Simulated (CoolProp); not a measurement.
Vapour-liquid equilibrium of R152A (1) + n-pentane (2) at 263 K; x and y are mole fractions of (1).

Model: multi-fluid Helmholtz-energy mixture model, Outcalt 1996 and Thol 2019; pair parameters Bell 2016, in CoolProp.

```csv
x,"bubble pressure, mixture model (bar)","bubble pressure, Raoult's law (bar)","y, mixture model","y, Raoult's law"
0.05,0.5293,0.2335,0.722,0.386
0.125,0.9339,0.3576,0.849,0.631
0.2,___,0.4816,0.886,0.749
0.275,1.350,0.6056,0.902,0.819
0.35,1.443,0.7297,0.911,0.866
0.425,1.497,0.8537,0.916,0.898
0.5,1.531,0.9777,0.920,0.923
0.575,1.556,1.102,0.923,0.942
0.65,1.581,1.226,___,0.957
0.725,1.612,1.350,0.931,0.969
0.8,1.652,1.474,___,0.980
0.875,1.702,1.598,0.953,0.988
0.95,___,1.722,0.976,0.996
```

**Question.** Fill in the missing entries.

**Answer.** 
- 0.2, bubble pressure, mixture model (bar): 1.192
- 0.65, y, mixture model: 0.926
- 0.8, y, mixture model: 0.939
- 0.95, bubble pressure, mixture model (bar): 1.762

The largest gap from Raoult's law is +161.2 % in bubble pressure, at x = 0.125. No azeotrope shows between x = 0.05 and 0.95.

Pair parameters are fitted to limited data, so mixtures are less certain than the pure fluids. With so large a gap from Raoult's law the liquid may split in two, which this calculation doesn't test in full.
